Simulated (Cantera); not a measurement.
A freely propagating, adiabatic, planar premixed flame of H₂ : O₂ : N₂ = 1 : 0.82 : 3.08 (molar parts), equivalence ratio 0.61, unburnt at 400 K and 500000 Pa; mixture-averaged transport, grid criteria slope 0.08 and curve 0.16, no radiation.

Computed with Cantera and the H2/O2 subset of GRI-Mech 3.0, which has no nitrogen chemistry. The hydrogen kinetics of GRI-Mech 3.0 are dated; newer H2 mechanisms differ, most at raised pressure. Burning velocities carry a grid error of a few per cent, more on coarse grids. Lean hydrogen flames are cellular in practice and burn faster than this planar one.

Task: Predict: laminar burning velocity; thermal thickness; peak x(O); peak x(HO₂); peak x(OH); peak x(H).

Result: 
| Property | Result |
|---|---|
| laminar burning velocity | 76.4 cm/s |
| thermal thickness | 0.0766 mm |
| peak x(O) | 0.00250 |
| peak x(HO₂) | 0.000697 |
| peak x(OH) | 0.00545 |
| peak x(H) | 0.00242 |
